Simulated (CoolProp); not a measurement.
The fluid at 298.15 K and 7.62 MPa is throttled through a valve to 2.65 MPa with no heat exchange. The same conditions are run with several fluids, on thermodynamics alone (safety and materials aside).

The numbers come from the reference Helmholtz-energy equation of state of each fluid (C2F6 (R116): Lemmon 2006; fluorine: de Reuck 1990; oxygen: Schmidt 1985; nitrogen: Span 2000; normal hydrogen: Leachman 2009) in CoolProp.

Q: Rank C2F6 (R116), fluorine, oxygen, nitrogen, normal hydrogen by temperature change (K), highest first.

A: normal hydrogen (+1.6), fluorine (-8.7), nitrogen (-9.1), C2F6 (R116) (-10.8), oxygen (-12.4)

| fluid | final phase | final density (kg/m³) |
|---|---|---|
| C2F6 (R116) | two-phase, vapour fraction 0.103 | 786 |
| fluorine | gas | 42.4 |
| oxygen | gas | 36.4 |
| nitrogen | gas | 31.1 |
| normal hydrogen | supercritical | 2.11 |
